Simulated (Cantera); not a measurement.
Feed: 1 mol SiC, 0.14 mol H2O, 48 mol N2, held at 170000 Pa.

Method: chemical equilibrium by Gibbs-energy minimisation in Cantera with the NASA 1993 tables (ideal gas, pure condensed phases). Candidate condensed phases: C, C6H6, C7H8, C8H18, H2O, Si, SiC, SiO2, Si2N2O, Si3N4; 151 gas species. N2 is the only nitrogen source here; it is nearly inert below about 1500 K, so the nitride shown seldom forms there in practice. Mutual solubility and eutectic melting of coexisting phases are not modelled. Rates play no part.

Q: Which condensed phases are stable at each of these points (T (°C)): 627, 702, 777, 852, 927, 1002, 1077, 1152, 1227, 1302, 1377, 1452, 1527?

A: 
```csv
T (°C),condensed phases,Si condensed (%)
627,C(graphite) + Si2N2O(s) + Si3N4(s),100.0
702,C(graphite) + Si2N2O(s) + Si3N4(s),100.0
777,C(graphite) + Si2N2O(s) + Si3N4(s),100.0
852,C(graphite) + Si2N2O(s) + Si3N4(s),100.0
927,C(graphite) + Si2N2O(s) + Si3N4(s),100.0
1002,C(graphite) + Si2N2O(s) + Si3N4(s),100.0
1077,C(graphite) + Si2N2O(s) + Si3N4(s),100.0
1152,C(graphite) + Si2N2O(s) + Si3N4(s),100.0
1227,C(graphite) + Si2N2O(s) + Si3N4(s),100.0
1302,C(graphite) + Si2N2O(s) + Si3N4(s),100.0
1377,C(graphite) + Si2N2O(s) + Si3N4(s),100.0
1452,C(graphite) + Si2N2O(s) + Si3N4(s),100.0
1527,SiC(s) + Si3N4(s),99.9
```

From 627 °C to 1452 °C the condensed part is C(graphite) + Si2N2O(s) + Si3N4(s). At 1527 °C the condensed part is SiC(s) + Si3N4(s).
